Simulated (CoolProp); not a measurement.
Vapour-liquid equilibrium of isobutane (1) + isobutene (2) at 277 K; x and y are mole fractions of (1).

Values from CoolProp's multi-fluid Helmholtz-energy mixture model, Bücker 2006 and Lemmon 2005; pair parameters Bell 2016.

| x | bubble pressure (bar) | y at the bubble point | dew pressure at overall composition x (bar) | liquid density (mol/L) |
|---|---|---|---|---|
| 0.05 | 1.540 | 0.061 | 1.537 | 10.89 |
| 0.125 | 1.568 | 0.149 | 1.561 | 10.80 |
| 0.2 | 1.595 | 0.233 | 1.584 | 10.72 |
| 0.275 | 1.619 | 0.313 | 1.608 | 10.64 |
| 0.35 | 1.643 | 0.390 | 1.631 | 10.56 |
| 0.425 | 1.664 | 0.465 | 1.653 | 10.48 |
| 0.5 | 1.685 | 0.538 | 1.674 | 10.40 |
| 0.575 | 1.705 | 0.610 | 1.695 | 10.32 |
| 0.65 | 1.723 | 0.680 | 1.715 | 10.25 |
| 0.725 | 1.740 | 0.749 | 1.734 | 10.17 |
| 0.8 | 1.756 | 0.818 | 1.752 | 10.10 |
| 0.875 | 1.772 | 0.886 | 1.769 | 10.03 |
| 0.95 | 1.786 | 0.955 | 1.785 | 9.959 |

No azeotrope shows between x = 0.05 and 0.95.

The pair parameters rest on a limited set of measurements; away from them the model extrapolates.
